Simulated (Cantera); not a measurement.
A Cantera script and what it prints.

```python
import numpy as np
import cantera as ct

gas_names = """
    AL ALCL ALCL2 ALCL3 ALH ALN AL2 AL2CL6 CL CL2 H HCL H2 N NH NH2 NH3 N2 N2H2 N2H4
""".split()
cond_names = """
    AL(cr) AL(L) ALCL3(s) ALCL3(L) ALN(s) NH4CL(a) NH4CL(b)
""".split()


# ... load() reads the species with a 1 bar reference pressure and builds the phases ...
atoms = {
    'Al': {'AL': 1},
    'Cl2': {'CL': 2},
    'N2': {'N': 2},
    'HCl': {'H': 1, 'CL': 1},
}
top_T = {'ALN(s)': 2750}  # K; cautious upper limits of use, not melting points


# ... equilibrate(T, P, feed) seeds the gas with the atoms and calls Mixture.equilibrate('TP', solver="vcs", rtol=1e-11, max_steps=5000) ...
results = []
T = 1625  # K
P = 13332.2  # Pa
for m in [0.04, 0.095, 0.15, 0.2, 0.26, 0.31, 0.37, 0.42, 0.48, 0.53, 0.59, 0.64, 0.7]:
    feed = {'Al': 1, 'Cl2': 0.85, 'N2': 5.7, 'HCl': m}  # mol
    mix = equilibrate(T, P, feed)
    results.append((T, P, feed, dict(zip(mix.species_names, mix.species_moles))))

top = {s: max(r[3][s] / sum(r[3][g] for g in gas_names) for r in results) for s in gas_names}
cols = sorted((s for s in top if top[s] > 1e-05), key=lambda s: -top[s])[:7]
seen = [c for c in cond_names if any(r[3].get(c, 0) > 1e-12 for r in results)]
print("log10 of partial pressures in bar; condensed amounts in mol")
print(f"{'n(HCl)':>10s}" + "".join(f"{s[:9]:>10s}" for s in cols + seen))
for T, P, feed, n in results:
    ng = sum(n[g] for g in gas_names)
    print(f"{feed['HCl']:10.4g}" + "".join(f"{np.log10(max(n[s] / ng * P / 1e5, 1e-99)):10.3f}" for s in cols)
          + "".join(f"{n.get(c, 0):10.4g}" for c in seen))
```

Output:

```
log10 of partial pressures in bar; condensed amounts in mol
    n(HCl)        N2     ALCL3        H2       HCL     ALCL2      ALCL         H    ALN(s)
      0.04    -0.924    -1.957    -3.926    -3.203    -2.841    -3.023    -6.114    0.3782
     0.095    -0.928    -1.953    -3.373    -2.926    -2.839    -3.020    -5.838    0.3679
      0.15    -0.931    -1.949    -3.106    -2.792    -2.835    -3.018    -5.705    0.3557
       0.2    -0.934    -1.944    -2.946    -2.711    -2.831    -3.015    -5.625    0.3436
      0.26    -0.938    -1.938    -2.806    -2.639    -2.827    -3.012    -5.555    0.3285
      0.31    -0.941    -1.933    -2.715    -2.592    -2.823    -3.009    -5.509    0.3155
      0.37    -0.944    -1.926    -2.626    -2.546    -2.818    -3.006    -5.464    0.2995
      0.42    -0.947    -1.921    -2.563    -2.513    -2.814    -3.003    -5.433    0.2859
      0.48    -0.950    -1.915    -2.498    -2.480    -2.809    -3.000    -5.401    0.2695
      0.53    -0.953    -1.910    -2.451    -2.455    -2.805    -2.997    -5.377    0.2556
      0.59    -0.957    -1.904    -2.401    -2.428    -2.801    -2.994    -5.352    0.2388
      0.64    -0.959    -1.899    -2.363    -2.408    -2.797    -2.992    -5.333    0.2247
       0.7    -0.963    -1.893    -2.322    -2.386    -2.793    -2.989    -5.313    0.2076
```

Method: chemical equilibrium by Gibbs-energy minimisation in Cantera with the NASA 1993 tables (ideal gas, pure condensed phases). The tables' values for AlCl2 are old estimates; treat these amounts as uncertain.
